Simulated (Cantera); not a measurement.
Input: 1 mol SiCl4, 160 mol H2, 1.2 mol HCl, held at 10.0 Torr.

Cantera equilibrium calculation (NASA polynomials, part measured and part estimated; ideal gas, pure solids and liquids). Candidate condensed phases: Si; 19 gas species. Gases not in the tables: Si2H6 and higher silanes. Kinetics and transport are ignored.

Task: Which condensed phases are stable at each of these points (T (°C)): 750, 950, 1150, 1350, 1550, 1750, 1950, 2150, 2350?

Result: 
| T (°C) | condensed phases | Si condensed (%) |
|---|---|---|
| 750 | Si(s) | 27.8 |
| 950 | Si(s) | 64.8 |
| 1150 | Si(s) | 62.0 |
| 1350 | Si(s) | 57.5 |
| 1550 | Si(l) | 54.7 |
| 1750 | gas only | 0.0 |
| 1950 | gas only | 0.0 |
| 2150 | gas only | 0.0 |
| 2350 | gas only | 0.0 |

From 750 °C to 1350 °C the condensed part is Si(s). At 1550 °C the condensed part is Si(l). From 1750 °C to 2350 °C nothing is condensed.
